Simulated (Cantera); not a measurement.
A Cantera script and what it prints.

```python
import numpy as np
import cantera as ct

gas_names = """
    CL CL2 H HCL H2 N NH NH2 NH3 N2 N2H2 N2H4 Si SiCL SiCL2 SiCL3 SiCL4 SiH SiHCL3 SiH2 SiH2CL2 SiH3
    SiH3CL SiH4 SiN Si2 Si2N Si3
""".split()
cond_names = """
    NH4CL(a) NH4CL(b) Si(cr) Si(L) Si3N4(a)
""".split()


# ... load() reads the species with a 1 bar reference pressure and builds the phases ...
atoms = {
    'Si2H6': {'Si': 2, 'H': 6},
    'Cl2': {'CL': 2},
    'N2': {'N': 2},
}
top_T = {'Si3N4(a)': 2400}  # K; cautious upper limits of use, not melting points


# ... equilibrate(T, P, feed) seeds the gas with the atoms and calls Mixture.equilibrate('TP', solver="vcs", rtol=1e-11, max_steps=5000) ...
results = []
T = 875  # K
P = 12000  # Pa
for m in [4, 5.7, 8, 11, 16, 22, 31, 44]:
    feed = {'Si2H6': 1, 'Cl2': 0.4, 'N2': m}  # mol
    mix = equilibrate(T, P, feed)
    results.append((T, P, feed, dict(zip(mix.species_names, mix.species_moles))))
    x = sorted(zip(gas.X, gas.species_names), reverse=True)
    print(f"T = {T:g} K  P = {P:g} Pa  n(N2) = {m:g} mol  gas = {mix.phase_moles(0):.4g} mol")
    print("   x: " + "  ".join(f"{s} {v:.3e}" for v, s in x if v > 1e-06))
    print("   condensed (mol): " + ("  ".join(f"{mix.phase(i).name} {mix.phase_moles(i):.4g}"
          for i in range(1, mix.n_phases) if mix.phase_moles(i) > 1e-12) or "none"))
```

It prints:

```
T = 875 K  P = 12000 Pa  n(N2) = 4 mol  gas = 6.065 mol
   x: N2 4.401e-01  H2 4.300e-01  HCL 1.291e-01  SiCL4 6.903e-04  NH3 3.347e-05  SiHCL3 5.031e-06
   condensed (mol): Si3N4(a) 0.6653
T = 875 K  P = 12000 Pa  n(N2) = 5.7 mol  gas = 7.766 mol
   x: N2 5.626e-01  H2 3.355e-01  HCL 1.015e-01  SiCL4 3.681e-04  NH3 2.608e-05  SiHCL3 2.662e-06
   condensed (mol): Si3N4(a) 0.6657
T = 875 K  P = 12000 Pa  n(N2) = 8 mol  gas = 10.07 mol
   x: N2 6.624e-01  H2 2.587e-01  HCL 7.867e-02  SiCL4 2.001e-04  NH3 1.916e-05  SiHCL3 1.440e-06
   condensed (mol): Si3N4(a) 0.666
T = 875 K  P = 12000 Pa  n(N2) = 11 mol  gas = 13.07 mol
   x: N2 7.399e-01  H2 1.992e-01  HCL 6.078e-02  SiCL4 1.117e-04  NH3 1.368e-05
   condensed (mol): Si3N4(a) 0.6662
T = 875 K  P = 12000 Pa  n(N2) = 16 mol  gas = 18.07 mol
   x: N2 8.119e-01  H2 1.440e-01  HCL 4.406e-02  SiCL4 5.546e-05  NH3 8.810e-06
   condensed (mol): Si3N4(a) 0.6663
T = 875 K  P = 12000 Pa  n(N2) = 22 mol  gas = 24.07 mol
   x: N2 8.588e-01  H2 1.081e-01  HCL 3.312e-02  SiCL4 3.028e-05  NH3 5.892e-06
   condensed (mol): Si3N4(a) 0.6664
T = 875 K  P = 12000 Pa  n(N2) = 31 mol  gas = 33.07 mol
   x: N2 8.972e-01  H2 7.866e-02  HCL 2.413e-02  SiCL4 1.565e-05  NH3 3.738e-06
   condensed (mol): Si3N4(a) 0.6665
T = 875 K  P = 12000 Pa  n(N2) = 44 mol  gas = 46.07 mol
   x: N2 9.262e-01  H2 5.645e-02  HCL 1.733e-02  SiCL4 7.921e-06  NH3 2.309e-06
   condensed (mol): Si3N4(a) 0.6665
```

These are equilibrium values from Cantera (NASA tables, ideal gas, pure condensed phases), not measurements of a reactor. The feed counts by its element totals alone. N2 is the only nitrogen source here; it is nearly inert below about 1500 K, so the nitride shown seldom forms there in practice.
